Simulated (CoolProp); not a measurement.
n-pentane at 476.52 K and 0.101 MPa flows at 0.2 m/s in a round tube of 12.7 mm bore and 0.25 µm roughness, fully developed (64/Re and Nu = 3.66 if laminar; Colebrook and Gnielinski if turbulent). Each further row changes one setting.

Model: reference Helmholtz-energy equation of state, Thol 2019, in CoolProp.

```json
[
 {"case": "as stated", "Reynolds number": "437", "Darcy friction factor": "0.146", "pressure drop (Pa/m)": "[?]", "heat-transfer coefficient (W/(m² K))": "10.5", "mass flow (kg/h)": "[?]"},
 {"case": "velocity 0.4 m/s", "Reynolds number": "875", "Darcy friction factor": "0.0732", "pressure drop (Pa/m)": "0.856", "heat-transfer coefficient (W/(m² K))": "10.5", "mass flow (kg/h)": "0.339"},
 {"case": "diameter 25.4 mm", "Reynolds number": "875", "Darcy friction factor": "0.0732", "pressure drop (Pa/m)": "[?]", "heat-transfer coefficient (W/(m² K))": "5.26", "mass flow (kg/h)": "0.678"}
]
```

Q: What belongs in the gaps?

A: 
- as stated, pressure drop (Pa/m): 0.428
- as stated, mass flow (kg/h): 0.169
- diameter 25.4 mm, pressure drop (Pa/m): 0.107

Viscosity comes from a separate model (Quiñones-Cisneros 2006), older than the equation that it now runs on, and unchecked against measurements. Thermal conductivity comes from a separate model (Vassiliou 2015).
